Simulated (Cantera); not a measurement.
Charge: 1 mol Ta₂O₅, 7.9 mol C, 0.02 mol CO.

Equilibrium computed with Cantera from the NASA thermochemical tables; the gas is ideal and each condensed phase is pure. Candidate condensed phases: C, Ta, TaC, Ta₂O₅; 15 gas species. TaC: taken at fixed stoichiometry. Condensed phases not in the tables: Ta₂C. Rates play no part.

Task: What condenses at these points (T in K, P in Pa): (1700, 77000); (1550, 10); (1100, 1000000); (1100, 6000); (1400, 6000)?

Result: 
| T (K) | P in Pa | condensed phases | Ta condensed (%) |
|---|---|---|---|
| 1700 | 77000 | C + TaC | 100.0 |
| 1550 | 10 | C + TaC | 100.0 |
| 1100 | 1000000 | C + Ta₂O₅ | 100.0 |
| 1100 | 6000 | C + Ta₂O₅ | 100.0 |
| 1400 | 6000 | C + TaC | 100.0 |
